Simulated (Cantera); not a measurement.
A perfectly stirred reactor is fed with 72.5 % CH4, 27.5 % CO2, at 18.0 bar; it is held at 1523 K, and followed from long to short residence time.

Cantera simulation using GRI-Mech 3.0 (53 species, 325 reactions); the numbers are that mechanism's predictions, not measurements. GRI-Mech 3.0 stops at C3 and has no aromatics, soot or wall deposition, so with more carbon than oxygen in the feed, carbon stays in small species such as C2H2 where larger ones or solid carbon would form. The pressure lies above the range GRI-Mech 3.0 was tuned for (to about 10 atm).

x: mole fraction; the columns are a selection and need not sum to one.

```csv
τ (s),x CH4,x CO2,x CH2O,x CH2,x OH,x CH2CO,x HCO
1.0,0.306,0.0530,1.09e-6,1.04e-9,4.11e-8,1.66e-5,1.32e-8
0.52,0.313,0.0656,1.15e-6,1.16e-9,4.40e-8,1.84e-5,1.11e-8
0.27,0.328,0.0844,1.17e-6,1.19e-9,4.25e-8,1.81e-5,8.78e-9
0.14,0.359,0.114,1.10e-6,1.11e-9,3.55e-8,1.50e-5,6.27e-9
0.072,…,…,…,9.22e-10,…,…,…
0.037,0.483,0.200,8.49e-7,7.34e-10,1.35e-8,4.77e-6,1.57e-9
0.019,0.558,0.234,8.33e-7,6.47e-10,6.68e-9,1.92e-6,5.30e-10
0.010,0.618,0.254,9.02e-7,6.53e-10,3.29e-9,6.94e-7,1.83e-10
0.0052,0.663,0.265,…,6.93e-10,…,…,8.68e-11
```

### Question
What belongs in the gaps?

### Answer

- 0.072, x CH4: 0.412
- 0.072, x CO2: 0.155
- 0.072, x CH2O: 9.68e-7
- 0.072, x OH: 2.43e-8
- 0.072, x CH2CO: 9.66e-6
- 0.072, x HCO: 3.62e-9
- 0.0052, x CH2O: 9.92e-7
- 0.0052, x OH: 1.58e-9
- 0.0052, x CH2CO: 2.07e-7
